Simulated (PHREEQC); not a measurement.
Silver or lead bath

A solution holds 0.012 mol AgNO3 and 0.3 mol HNO3 per kg of water, at 83 °C. Closed to the air; pH follows from the charge balance.

The numbers come from PHREEQC with the ion-association model, wateq4f.dat.

Each row changes one thing in this solution. No solid was allowed to form.

```csv
case,pH,Ag+ (mol/kgw),AgNO3 (mol/kgw),SI of Ag2O (Ag2O)
as made,0.64,0.0113,0.000736,-14.26
temperature from 83 to 10 °C,…,0.0112,0.000811,…
HNO3 from 0.3 to 0.27 mol/kgw,…,0.0113,0.000685,-14.16
AgNO3 from 0.012 to 0.018 mol/kgw,0.64,0.0169,0.00112,…
```

Question: What belongs in the gaps?

Answer: 
- temperature from 83 to 10 °C, pH: 0.63
- temperature from 83 to 10 °C, SI of Ag2O (Ag2O): -15.90
- HNO3 from 0.3 to 0.27 mol/kgw, pH: 0.69
- AgNO3 from 0.012 to 0.018 mol/kgw, SI of Ag2O (Ag2O): -13.91

Complexes and solids missing from the database can't appear. Constants without temperature data keep their 25 °C values here.
